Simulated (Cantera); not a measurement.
Ignition delay

Mixture: CO : H2 : CH4 : O2 : N2 = 1 : 0.036 : 0.47 : 1.55 : 5.83 (molar parts), at 1.00 atm, adiabatic and at constant pressure. Ignition delay is the time to a rise of 400 K.

Cantera simulation using GRI-Mech 3.0 (53 species, 325 reactions); the numbers are that mechanism's predictions, not measurements.

```csv
T0 (K),delay (ms)
1023,180
1073,96.0
1123,49.8
1173,25.7
1223,13.4
1273,7.13
1323,3.92
```

The apparent activation energy between 1223 and 1323 K comes out as 170 kJ/mol.
